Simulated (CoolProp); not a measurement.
Vapour-liquid equilibrium of ethylene (1) + 1-butene (2) at 194.7 K; x and y are mole fractions of (1).

Values from CoolProp's multi-fluid Helmholtz-energy mixture model, Smukala 2000 and Lemmon 2005; pair parameters Bell 2016.

Problem. Give the bubble pressure and the first vapour's composition at x = 0.05, 0.35, 0.65. Is there an azeotrope?

Solution. x = 0.05: 0.02055 MPa, y = 0.919; x = 0.35: 0.1303 MPa, y = 0.990; x = 0.65: 0.2372 MPa, y = 0.997. No azeotrope shows between x = 0.05 and 0.95.

The pair parameters rest on a limited set of measurements; away from them the model extrapolates. The gap from Raoult's law changes sign with composition, which may be real or a fault of the pair parameters; it wasn't checked against measurements.
